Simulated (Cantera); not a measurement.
Input: 1 mol C₂H₅OH, 3.4 mol CO₂, 33 mol H₂, equilibrated at 1823 K and 10000 Pa.

Cantera equilibrium calculation (NASA polynomials, part measured and part estimated; ideal gas, pure solids and liquids). Candidate condensed phases: C, C₆H₆, C₇H₈, C₈H₁₈, H₂O; 110 gas species. Rates play no part.

Base state: H₂ 0.813, CO 0.128, H₂O 0.0557, CO₂ 0.00224, H 0.00124 (mole fractions); condensed: gas only.

Problem. What changes in the equilibrium state with this change: CO₂ from 3.4 to 0.1 mol?

Solution. 
| species | before | after |
|---|---|---|
| H₂ | 0.813 | 0.966 |
| CO | 0.128 | 0.0322 |
| H | 0.00124 | 0.00135 |
| H₂O | 0.0557 | 7.93e-7 |
| CO₂ | 0.00224 | 6.77e-9 |
| C₂H₂ (acetylene) | <1e-9 | 0.000204 |
| CH₄ | 2.24e-9 | 6.66e-5 |
| C(graphite), mol | 0 | 0.882 |

Problem. What changes in the equilibrium state with this change: pressure from 10000 Pa to 7200000 Pa?

Solution. 
```csv
species,before,after
H₂,0.813,0.812
CO,0.128,0.127
H₂O,0.0557,0.0569
H,0.00124,4.60e-5
CH₄,2.24e-9,0.00113
CO₂,0.00224,0.00228
```
The ideal-gas law is rough above about 30 bar.
